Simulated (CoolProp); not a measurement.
A simple Rankine cycle with n-heptane: condensing at 299.15 K, boiler at 0.233 MPa, turbine inlet 404.7 K, turbine efficiency 0.7, pump efficiency 0.7, no recuperator. Each further row changes one setting.

Model: reference Helmholtz-energy equation of state, Span 2003, in CoolProp. It is a short technical equation, of lower accuracy than the large ones.

```
case                             thermal efficiency (%)  net work (kJ/kg)  heat in (kJ/kg)  turbine exit temperature (K)  volume ratio over the turbine
-------------------------------  ----------------------  ----------------  ---------------  ----------------------------  -----------------------------
as stated                                           ___              75.3              552                           ___                           35.7
turbine inlet 424.7 K                              13.4              79.8              597                         382.3                           35.4
condensing temperature 291.15 K                    14.6              83.4              570                           ___                           53.2
boiler pressure 0.163 MPa                          12.4              69.1              556                         367.0                           24.6
turbine efficiency 0.6                             11.7              64.5              552                         367.4                           36.3
```

Problem. Fill in the missing entries.

Solution. 
- as stated, thermal efficiency (%): 13.6
- as stated, turbine exit temperature (K): 361.9
- condensing temperature 291.15 K, turbine exit temperature (K): 357.6
